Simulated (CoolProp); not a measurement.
C3F8 (R218) along the isotherm -87.05 °C: Z from the reference equation and from simpler models built on Tc = 71.9 °C, pc = 2.640 MPa, ω = 0.317; each cubic takes its own stable root.

The numbers come from the reference Helmholtz-energy equation of state, Lemmon 2006 in CoolProp. It is a short technical equation, of lower accuracy than the large ones.

| p (MPa) | phase | reference |
|---|---|---|
| 0.264 | liquid | 0.01786 |
| 0.528 | liquid | 0.03571 |
| 0.792 | liquid | 0.05354 |
| 1.06 | liquid | 0.07163 |
| 1.32 | liquid | 0.08917 |
| 1.58 | liquid | 0.1067 |
| 1.85 | liquid | 0.1249 |
| 2.11 | liquid | 0.1424 |
| 2.38 | liquid | 0.1605 |
| 2.64 | liquid | 0.1780 |
| 2.9 | liquid | 0.1955 |
| 3.17 | liquid | 0.2136 |
| 3.43 | liquid | 0.2310 |
| 3.7 | liquid | 0.2491 |
| 3.96 | liquid | 0.2666 |

Q: How far does each simpler model (van der Waals, Peng-Robinson) lie from the reference over these 15 states: mean and median of the absolute difference, and the worst?

A: 
- van der Waals: mean 60.3 %, median 60.3 %, worst +61.8 % at -87.05 °C and 0.264 MPa
- Peng-Robinson: mean 6.0 %, median 6.0 %, worst -6.1 % at -87.05 °C and 3.96 MPa
